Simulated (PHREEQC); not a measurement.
Brackish or sea water (model solution)

Synthetic water in mmol/kgw, 25 °C, pH 7.2, pe 9.5:

| constituent | mmol/kgw |
|---|---|
| Na | 201 |
| K | 2.07 |
| Ca | 1.39 |
| Mg | 5.83 |
| Cl | 208 |
| S(6) | 4.41 |
| Alkalinity (meq/kgw) | 0.0414 |
| F | 0.3 |
| Ni | 0.0319 |

Valence states are taken as typed.

The numbers come from PHREEQC with the ion-association model, wateq4f.dat.

No solid was allowed to form.

Problem. What activity of water, charge-balance error does the model give?

Solution. activity of water 0.993; charge-balance error 0.1 %.

Problem. In which forms is F present?

Solution. F- 85 %, MgF+ 9.9 %, NaF 4.8 % of the F.

Species that the database lacks are ignored.
